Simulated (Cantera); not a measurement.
Charge: 1 mol CHF₃, 1.5 mol F₂, 2.6 mol H₂, equilibrated at 16.0 Pa.

Cantera equilibrium calculation (NASA polynomials, part measured and part estimated; ideal gas, pure solids and liquids). Candidate condensed phases: C, C₆H₆, C₇H₈, C₈H₁₈; 95 gas species. Equilibrium is a limit: real reactors are often held back by kinetics, nucleation or transport.

x: gas mole fraction; n: condensed amount in mol.

```tsv
T (K)	x HF	x H	x F	x H₂	x C₃	x CF	x C	n C(graphite)
1100	0.984	2.62e-7	8.46e-12	0.0164	<1e-12	<1e-12	<1e-12	1.00
1250	0.984	___	___	0.0164	<1e-12	<1e-12	<1e-12	1.00
1400	0.984	4.92e-5	3.75e-8	0.0164	<1e-12	2.35e-12	<1e-12	1.000
1550	0.983	0.000317	7.48e-7	0.0162	<1e-12	1.91e-10	<1e-12	1.000
1700	0.983	0.00146	8.98e-6	0.0157	2.80e-11	7.19e-9	9.41e-11	1.000
1850	0.981	___	___	___	___	___	___	1.000
2000	0.976	0.0129	0.000514	0.0101	1.73e-7	2.39e-6	1.90e-7	1.000
2150	0.967	0.0246	0.00316	0.00545	5.35e-6	2.92e-5	3.84e-6	1.000
2300	0.939	0.0418	0.0156	0.00298	0.000105	0.000260	5.23e-5	0.996
2450	0.865	0.0782	0.0510	0.00243	0.00140	0.00142	0.000516	0.957
2600	0.707	0.147	0.119	0.00235	0.0138	0.00521	0.00390	0.609
```

Problem. Some entries are withheld; supply them.

Solution. 
- 1850, x H: 0.00502
- 1850, x F: 7.55e-5
- 1850, x H₂: 0.0139
- 1850, x C₃: 3.16e-9
- 1850, x CF: 1.57e-7
- 1850, x C: 5.77e-9
- 1250, x H: 4.89e-6
- 1250, x F: 9.27e-10
